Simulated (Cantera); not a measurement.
Equilibrium for silicon carbide growth: CH₃SiCl₃ + HCl + H₂

Feed: 1 mol CH₃SiCl₃, 0.026 mol HCl, 530 mol H₂, equilibrated at 760 Pa.

These are equilibrium values from Cantera (NASA tables, ideal gas, pure condensed phases), not measurements of a reactor. Candidate condensed phases: C, C₆H₆, C₇H₈, C₈H₁₈, Si, SiC; 109 gas species. The feed counts by its element totals alone. The tables' values for SiCl are old estimates; treat these amounts as uncertain. Gases not in the tables: Si₂H₆ and higher silanes. The numbers say what is thermodynamically allowed, not how fast it happens.

| T (°C) | log p H₂ | log p H | log p HCl | log p Si | n SiC(s) |
|---|---|---|---|---|---|
| 950 | -2.12 | -7.58 | -4.37 | -12.80 | 0.998 |
| 1050 | -2.12 | -6.86 | -4.37 | -11.41 | 0.998 |
| 1150 | -2.12 | -6.24 | -4.37 | -10.22 | 0.998 |
| 1250 | -2.12 | -5.70 | -4.37 | -9.14 | 0.998 |
| 1350 | -2.12 | -5.22 | -4.37 | -8.14 | 0.996 |
| 1450 | -2.12 | -4.80 | -4.37 | -7.24 | 0.991 |
| 1550 | -2.12 | -4.43 | -4.37 | -6.49 | 0.969 |
| 1650 | -2.13 | -4.09 | -4.37 | -5.85 | 0.880 |
| 1750 | -2.13 | -3.79 | -4.38 | -5.29 | 0.569 |
| 1850 | -2.14 | -3.52 | -4.39 | -4.92 | 0 |
| 1950 | -2.15 | -3.27 | -4.41 | -4.90 | 0 |
| 2050 | -2.18 | -3.05 | -4.43 | -4.90 | 0 |
| 2150 | -2.21 | -2.86 | -4.47 | -4.91 | 0 |
log p: log10 of the partial pressure in bar; n: condensed amount in mol.

From 950 °C to 1750 °C the condensed part is SiC(s). From 1850 °C to 2150 °C nothing is condensed. The main Si-bearing gas is SiCl₂ at 950 °C and Si at 2150 °C.
